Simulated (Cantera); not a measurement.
Input: 1 mol SiHCl3, 10 mol NH3, 0.12 mol H2, held at 10.0 Torr.

Method: chemical equilibrium by Gibbs-energy minimisation in Cantera with the NASA 1993 tables (ideal gas, pure condensed phases). Candidate condensed phases: NH4Cl, Si, Si3N4; 28 gas species. The numbers say what is thermodynamically allowed, not how fast it happens.

Over these rows the condensed part is Si3N4(s). Partial pressures as log10 of bar:

```tsv
T (K)	1000/T (1/K)	log p SiCl2	log p H2	log p N2	log p HCl
900	1.1111	-10.20	-2.06	-2.57	-2.73
1000	1.0000	-8.65	-2.06	-2.57	-2.73
1100	0.9091	-7.40	-2.06	-2.57	-2.73
1200	0.8333	?	-2.06	-2.57	-2.73
1300	0.7692	-5.47	-2.06	-2.57	-2.73
1400	0.7143	-4.74	-2.06	-2.57	-2.74
```

Task: Fit log p(SiCl2) = a + b·(1000/T) to the five rows, give the apparent enthalpy, and predict the row at 1200 K.

Result: Means: 1000/T = 0.9007, log p = -7.292. Sxy = -1.462886, Sxx = 0.1062364, so b = -13.77 and a = -7.292 − (-13.77)×0.9007 = 5.11.
Apparent enthalpy: −19.145 × (-13.77) = 264 kJ/mol. With the condensed phases at unit activity, 1/3 Si3N4(s) + 2 HCl(g) = SiCl2(g) + H2(g) + 2/3 N2(g) links this pressure to the main gases: over the six rows their terms move log p by -0.02 in all, so the slope is close to that reaction's ΔH°. The five rows lie within 0.01 of the line.
Prediction at 1200 K: 5.11 + (-13.77)×0.8333 = -6.36. The computed value is -6.35, 0.01 from the line.
